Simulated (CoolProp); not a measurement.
The numbers come from the reference Helmholtz-energy equation of state, Lemmon 2006 in CoolProp. It is a short technical equation, of lower accuracy than the large ones.

### Question
Give the vapour pressure (MPa), liquid density (kg/m³), vapour Z of saturated acetone at 377.1, 382.1, 417.4 K.

### Answer
```json
[
 {"T (K)": "377.1", "p (MPa)": "0.412", "liquid density (kg/m³)": "689", "vapour Z": "0.879"},
 {"T (K)": "382.1", "p (MPa)": "0.466", "liquid density (kg/m³)": "682", "vapour Z": "0.869"},
 {"T (K)": "417.4", "p (MPa)": "1.02", "liquid density (kg/m³)": "629", "vapour Z": "0.787"}
]
```
